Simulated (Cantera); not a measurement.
Input: 1 mol Si₃N₄, 0.035 mol O₂, 150 mol H₂, at 0.133 bar.

Cantera equilibrium calculation (NASA polynomials, part measured and part estimated; ideal gas, pure solids and liquids). Candidate condensed phases: H₂O, Si, SiO₂, Si₂N₂O, Si₃N₄; 35 gas species. Mutual solubility and eutectic melting of coexisting phases are not modelled. The numbers say what is thermodynamically allowed, not how fast it happens.

### Question
At 1523 K, list the 4 most abundant gas species with their mole fractions, and the condensed phases.

### Answer
H₂ 0.999, N₂ 0.000555, H 6.33e-5, SiO 1.13e-5. Condensed: Si(s) + Si₂N₂O(s) + Si₃N₄(s).
